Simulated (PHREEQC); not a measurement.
A solution holds 6.1 mmol/kgw CuSO4, 62 mmol/kgw HBF4 and 0.081 mmol/kgw NaCl, at 75 °C. Closed to the air; pH follows from the charge balance.

The numbers come from PHREEQC with the ion-association model, wateq4f.dat.

```json
{
  "pH": "1.38",
  "ionic_strength": "0.0694 mol/kgw",
  "total_alkalinity": "-248 meq/kg"
}
```

```csv
species,molality,activity,log γ
BF4-,0.0532,0.0402,-0.122
H+,0.0509,0.0421,-0.083
HF,0.0270,0.0274,0.007
H3BO3,0.00615,0.00625,0.007
Cu+2,0.00590,0.00241,-0.388
HSO4-,0.00519,0.00407,-0.106
BF3OH-,0.00201,0.00152,-0.122
SO4-2,0.000726,0.000279,-0.415
BF2(OH)2-,0.000584,0.000442,-0.122
H2F2,0.000271,0.000275,0.007
F-,0.000211,0.000163,-0.113
CuSO4,0.000182,0.000185,0.007
Na+,8.09e-5,6.35e-5,-0.105
Cl-,7.70e-5,5.94e-5,-0.112
HF2-,2.51e-5,1.94e-5,-0.113
```

Precipitation was switched off in this run. Away from 25 °C the constants follow the database's enthalpies or fits; those with neither stay at their 25 °C values. Real BF4- forms and hydrolyses slowly; the run takes it at equilibrium.
